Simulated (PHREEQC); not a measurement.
1 kg of water holding 0.31 mol/kgw NaCl, 0.039 mol/kgw SrCl2, 0.0065 mol/kgw MgCl2 and 0.086 mol/kgw CaCl2 is evaporated at 30 °C; the solids stay in contact with the brine. The system is closed to CO2. Solids allowed: Bischofite, Brucite, Halite, Portlandite, MgCl2_4H2O. Others were left out.

The series has 20 steps of water left (kg), from 1 to 0.02407.

Equilibrium calculation in PHREEQC: Pitzer model, pitzer.dat.

Problem. Which solids form, in which order, and at which step of the series does each first stand?

Solution. Halite from water left = 0.07809 kg.
